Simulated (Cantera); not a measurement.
Input: 1 mol Zr, 8.9 mol NH₃, 4.8 mol N₂, held at 1673 K and 1.20 mbar.

Equilibrium computed with Cantera from the NASA thermochemical tables; the gas is ideal and each condensed phase is pure. Candidate condensed phases: Zr, ZrN; 11 gas species. ZrN: taken at fixed stoichiometry. Rates play no part.

Base state: H₂ 0.602, N₂ 0.395, H 0.00255 (mole fractions); condensed: ZrN(s).

What changes in the equilibrium state with this change: pressure from 1.20 mbar to 44.0 Pa?


| species | before | after |
|---|---|---|
| H₂ | 0.602 | 0.601 |
| N₂ | 0.395 | 0.395 |
| H | 0.00255 | 0.00421 |
| ZrN(s), mol | 1.00 | 1.00 |
